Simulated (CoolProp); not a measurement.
Carbon dioxide along the isotherm 7.85 °C: fugacity coefficient from the reference equation and from simpler models built on Tc = 31.0 °C, pc = 7.377 MPa, ω = 0.224; each cubic takes its own stable root.

Computed with CoolProp (reference Helmholtz-energy equation of state, Span 1996).

```json
[
 {"p (MPa)": "6.71", "phase": "liquid", "reference": "?", "van der Waals": "0.6129", "Redlich-Kwong": "0.5377", "Soave-Redlich-Kwong": "0.5089", "Peng-Robinson": "0.4914"},
 {"p (MPa)": "13.4", "phase": "liquid", "reference": "0.2858", "van der Waals": "0.3770", "Redlich-Kwong": "0.3150", "Soave-Redlich-Kwong": "0.2968", "Peng-Robinson": "?"},
 {"p (MPa)": "20.1", "phase": "liquid", "reference": "0.2169", "van der Waals": "0.3039", "Redlich-Kwong": "0.2429", "Soave-Redlich-Kwong": "0.2282", "Peng-Robinson": "0.2133"},
 {"p (MPa)": "26.8", "phase": "liquid", "reference": "0.1845", "van der Waals": "0.2732", "Redlich-Kwong": "0.2092", "Soave-Redlich-Kwong": "0.1962", "Peng-Robinson": "0.1807"},
 {"p (MPa)": "33.5", "phase": "liquid", "reference": "0.1669", "van der Waals": "0.2604", "Redlich-Kwong": "0.1912", "Soave-Redlich-Kwong": "0.1791", "Peng-Robinson": "?"},
 {"p (MPa)": "40.2", "phase": "liquid", "reference": "0.1568", "van der Waals": "0.2574", "Redlich-Kwong": "0.1814", "Soave-Redlich-Kwong": "0.1697", "Peng-Robinson": "0.1520"},
 {"p (MPa)": "46.9", "phase": "liquid", "reference": "?", "van der Waals": "0.2608", "Redlich-Kwong": "0.1765", "Soave-Redlich-Kwong": "0.1649", "Peng-Robinson": "0.1458"},
 {"p (MPa)": "53.7", "phase": "liquid", "reference": "0.1487", "van der Waals": "0.2691", "Redlich-Kwong": "0.1748", "Soave-Redlich-Kwong": "?", "Peng-Robinson": "0.1424"},
 {"p (MPa)": "60.4", "phase": "liquid", "reference": "0.1484", "van der Waals": "0.2813", "Redlich-Kwong": "0.1756", "Soave-Redlich-Kwong": "0.1637", "Peng-Robinson": "0.1411"},
 {"p (MPa)": "67.1", "phase": "liquid", "reference": "0.1496", "van der Waals": "0.2971", "Redlich-Kwong": "0.1782", "Soave-Redlich-Kwong": "0.1660", "Peng-Robinson": "0.1413"},
 {"p (MPa)": "73.8", "phase": "liquid", "reference": "0.1522", "van der Waals": "0.3163", "Redlich-Kwong": "0.1824", "Soave-Redlich-Kwong": "?", "Peng-Robinson": "0.1428"}
]
```

Task: Some entries are withheld; supply them.

Result: 
- 6.71, reference: 0.4985
- 13.4, Peng-Robinson: 0.2818
- 33.5, Peng-Robinson: 0.1626
- 46.9, reference: 0.1513
- 53.7, Soave-Redlich-Kwong: 0.1631
- 73.8, Soave-Redlich-Kwong: 0.1698
